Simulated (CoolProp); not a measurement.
Toluene along the isotherm 275.45 °C: density (kg/m³) from the reference equation and from simpler models built on Tc = 318.6 °C, pc = 41.26 bar, ω = 0.266; each cubic takes its own stable root.

Computed with CoolProp (reference Helmholtz-energy equation of state, Lemmon 2006). It is a short technical equation, of lower accuracy than the large ones.

| p (bar) | phase | reference |
|---|---|---|
| 6.19 | gas | 13.51 |
| 12.4 | gas | 29.83 |
| 18.6 | gas | 51.05 |
| 24.8 | liquid | 549.6 |
| 30.9 | liquid | 557.7 |
| 37.1 | liquid | 564.8 |
| 43.3 | liquid | 571.0 |
| 49.5 | liquid | 576.6 |
| 55.7 | liquid | 581.7 |
| 61.9 | liquid | 586.4 |

**Question.** How far does each simpler model (van der Waals, Redlich-Kwong, Soave-Redlich-Kwong, Peng-Robinson) lie from the reference over these 10 states: mean and median of the absolute difference, and the worst?

**Answer.** 
- van der Waals: mean 33.3 %, median 37.0 %, worst -87.3 % at 275.45 °C and 24.8 bar
- Redlich-Kwong: mean 20.7 %, median 17.7 %, worst -86.2 % at 275.45 °C and 24.8 bar
- Soave-Redlich-Kwong: mean 11.7 %, median 14.8 %, worst -18.4 % at 275.45 °C and 24.8 bar
- Peng-Robinson: mean 3.8 %, median 4.2 %, worst -7.7 % at 275.45 °C and 24.8 bar

At some of these states van der Waals, Redlich-Kwong gives the other phase, because its saturation line lies elsewhere.
